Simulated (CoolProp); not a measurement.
Vapour-liquid equilibrium of propane (1) + c-C4F8 (RC318) (2) at 16.85 °C; x and y are mole fractions of (1).

Values from CoolProp's multi-fluid Helmholtz-energy mixture model, Lemmon 2009 and Platzer 1990; pair parameters Bell 2016. This equation is an older, rougher fit; its heat capacities, sound speeds and derivatives of the liquid may be far off and weren't checked against measurements.

| x | bubble pressure (MPa) | y at the bubble point | dew pressure at overall composition x (MPa) | liquid density (mol/L) |
|---|---|---|---|---|
| 0.05 | 0.3140 | 0.256 | 0.2506 | 7.756 |
| 0.125 | 0.4135 | 0.458 | 0.2706 | 7.918 |
| 0.2 | 0.4955 | 0.568 | 0.2939 | 8.089 |
| 0.275 | 0.5606 | 0.636 | 0.3213 | 8.270 |
| 0.35 | 0.6111 | 0.683 | 0.3540 | 8.464 |
| 0.425 | 0.6502 | 0.717 | 0.3934 | 8.676 |
| 0.5 | 0.6808 | 0.745 | 0.4418 | 8.910 |
| 0.575 | 0.7055 | 0.769 | 0.5016 | 9.171 |
| 0.65 | 0.7263 | 0.794 | 0.5751 | 9.464 |
| 0.725 | 0.7442 | 0.820 | 0.6592 | 9.797 |
| 0.8 | 0.7592 | 0.851 | 0.7312 | 10.17 |
| 0.875 | 0.7701 | 0.892 | 0.7665 | 10.60 |
| 0.95 | 0.7736 | 0.949 | 0.7736 | 11.09 |

y crosses x between x = 0.875 and 0.95: the model has an azeotrope there.

The pair parameters rest on a limited set of measurements; away from them the model extrapolates.
